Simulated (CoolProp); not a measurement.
Water along the isotherm 323.9 K: fugacity coefficient from the reference equation and from simpler models built on Tc = 647.1 K, pc = 220.6 bar, ω = 0.344; each cubic takes its own stable root.

Computed with CoolProp (reference Helmholtz-energy equation of state, Wagner 2002).

```csv
p (bar),phase,reference,van der Waals,Redlich-Kwong,Soave-Redlich-Kwong,Peng-Robinson
41.4,liquid,0.003172,0.1503,0.01263,0.002614,0.002846
82.7,liquid,0.001633,0.07966,0.006568,0.001358,0.001473
124,liquid,0.001120,0.05623,0.004552,0.0009401,0.001015
165,liquid,0.0008649,0.04470,0.003553,0.0007330,0.0007884
207,liquid,0.0007092,0.03773,0.002944,0.0006068,0.0006499
248,liquid,0.0006084,0.03330,0.002553,0.0005255,0.0005606
290,liquid,0.0005352,0.03015,0.002269,0.0004666,0.0004957
331,liquid,0.0004819,0.02793,0.002065,0.0004242,0.0004488
```
